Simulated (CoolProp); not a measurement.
Saturation properties of cis-2-butene (Tc = 435.8 K, pc = 4.236 MPa, ω = 0.202).

The numbers come from the reference Helmholtz-energy equation of state, Lemmon 2005 in CoolProp. It is a short technical equation, of lower accuracy than the large ones.

```
T (K)  p (MPa)  liquid density (kg/m³)  vapour density (kg/m³)  enthalpy of vaporisation (kJ/kg)
-----  -------  ----------------------  ----------------------  --------------------------------
286.8   0.1458                   628.7                   3.619                             404.3
293     0.1804                   621.5                   4.421                             398.0
299.2   0.2210                   614.2                   5.353                             391.5
305.4   0.2682                   606.7                   6.431                             384.7
311.6   0.3228                   599.1                   7.671                             377.8
317.8   0.3853                   591.3                   9.091                             370.6
323.9   0.4553                   583.4                   10.68                             363.3
330.1   0.5358                   575.2                   12.52                             355.5
336.3   0.6264                   566.8                   14.60                             347.5
342.5   0.7280                   558.1                   16.95                             339.0
348.7   0.8412                   549.2                   19.61                             330.2
354.9   0.9670                   539.9                   22.61                             320.9
361.1    1.106                   530.2                   26.01                             311.2
367.3    1.260                   520.2                   29.85                             300.8
373.5    1.428                   509.6                   34.21                             289.9
```

It boils at 276.9 K under 1 atm.
